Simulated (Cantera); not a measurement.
What does this Cantera script print?

```python
import numpy as np
import cantera as ct

gas_names = """
    C CH CH2 CH3 CH4 C2 C2H C2H2,acetylene C2H2,vinylidene C2H3,vinyl C2H4 C2H5 C2H6 C3 C3H3,propargyl
    C3H4,allene C3H4,propyne C3H4,cyclo- C3H5,allyl C3H6,propylene C3H6,cyclo- C3H7,n-propyl
    C3H7,i-propyl C3H8 C4 C4H2 C4H4,1,3-cyclo- C4H6,butadiene C4H6,2-butyne C4H6,cyclo- C4H8,1-butene
    C4H8,cis2-buten C4H8,tr2-butene C4H8,isobutene C4H8,cyclo- C4H9,n-butyl C4H9,i-butyl C4H9,s-butyl
    C4H9,t-butyl C4H10,isobutane C4H10,n-butane C5 C5H6,1,3cyclo- C5H8,cyclo- C5H10,1-pentene
    C5H10,cyclo- C5H11,pentyl C5H11,t-pentyl C5H12,n-pentane C5H12,i-pentane CH3C(CH3)2CH3 C6H2
    C6H5,phenyl C6H6 C6H10,cyclo- C6H12,1-hexene C6H12,cyclo- C6H13,n-hexyl C7H7,benzyl C7H8
    C7H14,1-heptene C7H15,n-heptyl C7H16,n-heptane C8H8,styrene C8H10,ethylbenz C8H16,1-octene
    C8H17,n-octyl C8H18,isooctane C8H18,n-octane C9H19,n-nonyl C10H8,naphthale C10H21,n-decyl
    C12H9,o-bipheny C12H10,bipheny H H2 Si SiC SiC2 SiC4H12 SiH SiH2 SiH3 SiH4 Si2 Si2C Si3
""".split()
cond_names = """
    C(gr) C6H6(L) C7H8(L) C8H18(L),n-octa Si(cr) Si(L) SiC(b)
""".split()


def load(file, names, dense=False):
    # The tables refer to 1 bar. Condensed volumes are neglected.
    table = {s.name: s for s in ct.Species.list_from_file(file)}
    out = []
    for n in names:
        d = dict(table[n].input_data)
        d["thermo"] = dict(d["thermo"], **{"reference-pressure": 1e5})
        if dense:
            d["equation-of-state"] = {"model": "constant-volume", "density": "1e6 g/cm^3"}
        out.append(ct.Species.from_dict(d))
    return out


gas = ct.Solution(thermo="ideal-gas", species=load("nasa_gas.yaml", gas_names))
cond = {s.name: ct.Solution(thermo="fixed-stoichiometry", species=[s], name=s.name)
        for s in load("nasa_condensed.yaml", cond_names, dense=True)}
atoms = {
    'Si(CH3)4': {'Si': 1, 'C': 4, 'H': 12},
    'CH4': {'C': 1, 'H': 4},
    'H2': {'H': 2},
}
top_T = {'C(gr)': 4500, 'SiC(b)': 3050}  # K; cautious upper limits of use, not melting points


def equilibrate(T, P, feed):
    n = {}
    for name, mol in feed.items():
        for a, k in atoms[name].items():
            n[a] = n.get(a, 0.0) + k * mol
    gas.TPX = T, P, n
    mass = sum(n.values()) * gas.mean_molecular_weight
    gas.equilibrate("TP")
    valid = [c for c in cond.values() if c.min_temp <= T <= top_T.get(c.name, c.max_temp)]
    mix = ct.Mixture([(gas, mass / gas.mean_molecular_weight)] + [(c, 0.0) for c in valid])
    mix.T, mix.P = T, P
    mix.equilibrate("TP", solver="vcs", rtol=1e-11, max_steps=5000)
    return mix


results = []
feed = {'Si(CH3)4': 1, 'CH4': 2.4, 'H2': 2.2}  # mol
T = 900  # K
P = 350  # Pa
mix = equilibrate(T, P, feed)
results.append((T, P, feed, dict(zip(mix.species_names, mix.species_moles))))
print(gas.report(threshold=1e-05))
for i in range(1, mix.n_phases):
    print(f"{mix.phase(i).name:16s} {mix.phase_moles(i):12.5e} mol")
```

Output:

```
       temperature   900 K
          pressure   350 Pa
           density   9.5009e-05 kg/m^3
  mean mol. weight   2.0313 kg/kmol
   phase of matter   gas

                          1 kg             1 kmol
                     ---------------   ---------------
          enthalpy        8.6698e+06        1.7611e+07  J
   internal energy        4.9859e+06        1.0128e+07  J
           entropy         1.035e+05        2.1024e+05  J/K
    Gibbs function        -8.448e+07        -1.716e+08  J
 heat capacity c_p             14775             30013  J/K
 heat capacity c_v             10682             21698  J/K

                      mass frac. Y      mole frac. X     chem. pot. / RT
                     ---------------   ---------------   ---------------
               CH4         0.0086077         0.0010899           -47.192
                H2           0.99139           0.99891           -22.906
     [  +85 minor]        2.0129e-08        3.3757e-09

C(gr)             5.38585e+00 mol
Si(cr)            0.00000e+00 mol
SiC(b)            1.00000e+00 mol
```

Equilibrium computed with Cantera from the NASA thermochemical tables; the gas is ideal and each condensed phase is pure.
